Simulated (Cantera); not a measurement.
An adiabatic, constant-volume homogeneous reactor starts with CH4 : CO : O2 : N2 : CO2 = 1 : 1.3 : 3.19 : 12 : 4.1 (molar parts), equivalence ratio 0.83, at 1475 K and 0.360 bar. Integrator tolerance rtol = 1e-08.

Detailed kinetics in Cantera: GRI-Mech 3.0 (53 species, 325 reactions).

Task: What does this change do: CO 1.3 to 0.88 parts?

Result: 
```tsv
quantity	before	after
time of steepest temperature rise	3.58 ms	3.65 ms
temperature at 3.00 s	2485 K	2454 K
equilibrium temperature	2485 K	2454 K
x(CH4) at 3.00 s	<1e-12 (gas-phase equilibrium <1e-12)	<1e-12 (gas-phase equilibrium <1e-12)
x(CO) at 3.00 s	0.0512 (gas-phase equilibrium 0.0512)	0.0405 (gas-phase equilibrium 0.0405)
x(O2) at 3.00 s	0.0439 (gas-phase equilibrium 0.0439)	0.0487 (gas-phase equilibrium 0.0487)
x(CO2) at 3.00 s	0.244 (gas-phase equilibrium 0.244)	0.240 (gas-phase equilibrium 0.240)
x(NO) at 3.00 s	0.00858 (gas-phase equilibrium 0.00858)	0.00862 (gas-phase equilibrium 0.00862)
x(C2H4) at 3.00 s	<1e-12 (gas-phase equilibrium <1e-12)	<1e-12 (gas-phase equilibrium <1e-12)
x(H2O2) at 3.00 s	9.35e-8 (gas-phase equilibrium 9.35e-8)	9.42e-8 (gas-phase equilibrium 9.42e-8)
```
